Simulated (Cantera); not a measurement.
A perfectly stirred reactor is fed with CO : O2 : H2O : N2 = 0.002 : 0.04 : 0.0003 : 1 (molar parts), at 10.0 bar; it is held at 1375 K, and followed from long to short residence time.

Detailed kinetics in Cantera: GRI-Mech 3.0 (53 species, 325 reactions).

**Question.** Predict: x(CO) at τ = 15.0 s; x(O2) at τ = 15.0 s; x(H2O) at τ = 15.0 s; x(NO) at τ = 15.0 s; x(NO2) at τ = 15.0 s; x(CO) at τ = 0.100 s; x(O2) at τ = 0.100 s; x(H2O) at τ = 0.100 s; x(NO) at τ = 0.100 s; x(NO2) at τ = 0.100 s.

**Answer.** 
| Property | Value |
|---|---|
| x(CO) at τ = 15.0 s | 4.27e-6 |
| x(O2) at τ = 15.0 s | 0.0375 |
| x(H2O) at τ = 15.0 s | 0.000288 |
| x(NO) at τ = 15.0 s | 1.34e-6 |
| x(NO2) at τ = 15.0 s | 5.63e-8 |
| x(CO) at τ = 0.100 s | 0.000229 |
| x(O2) at τ = 0.100 s | 0.0376 |
| x(H2O) at τ = 0.100 s | 0.000287 |
| x(NO) at τ = 0.100 s | 1.35e-6 |
| x(NO2) at τ = 0.100 s | 1.80e-7 |
